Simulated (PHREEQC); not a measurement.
Metal-bearing waste water

A solution holds 0.0078 mol/kgw CuSO4 and 0.25 mol/kgw HCl, at 20 °C. Closed to the air; pH follows from the charge balance.

Model: ion-association model, wateq4f.dat, run in PHREEQC.

Each row changes one thing in this solution. No solid was allowed to form.

```
case                                  pH  ionic strength (mol/kgw)
----------------------------------  ----  ------------------------
as made                             0.72                     0.265
HCl from 0.25 to 0.375 mol/kgw      0.55                     0.389
diluted 10-fold with water          1.67                    0.0272
HCl left out                        4.99                    0.0228
temperature from 20 to 65 °C        0.73                     0.258
CuSO4 left out                      0.70                     0.250
CuSO4 from 0.0078 to 0.039 mol/kgw  0.77                     0.325
diluted 100-fold with water         2.63                   0.00279
```

Complexes and solids missing from the database can't appear. Some of these states are supersaturated (in Antlerite, Brochantite, for instance). Away from 25 °C the constants follow the database's enthalpies or fits; those with neither stay at their 25 °C values.
